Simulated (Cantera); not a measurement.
Input: 1 mol C2F6, 1.5 mol HCl, 4.3 mol H2, equilibrated at 873 K and 94.0 mbar.

Method: chemical equilibrium by Gibbs-energy minimisation in Cantera with the NASA 1993 tables (ideal gas, pure condensed phases). Candidate condensed phases: C, C6H6, C7H8, C8H18; 118 gas species. The feed counts by its element totals alone. Equilibrium is a limit: real reactors are often held back by kinetics, nucleation or transport.

Base state: HF 0.682, HCl 0.171, H2 0.146, CH4 0.000900 (mole fractions); condensed: C(graphite).

Q: What changes in the equilibrium state with this change: temperature from 873 K to 2100 K?

A: 
```
species             before     after
----------------  --------  --------
HF                   0.682     0.679
HCl                  0.171     0.167
H2                   0.146     0.147
H                    <1e-9   0.00389
Cl                   <1e-9   0.00325
C2H2 (acetylene)     <1e-9  0.000212
F                    <1e-9   1.09e-5
CH4               0.000900   6.67e-7
C(graphite), mol      1.99      2.00
```
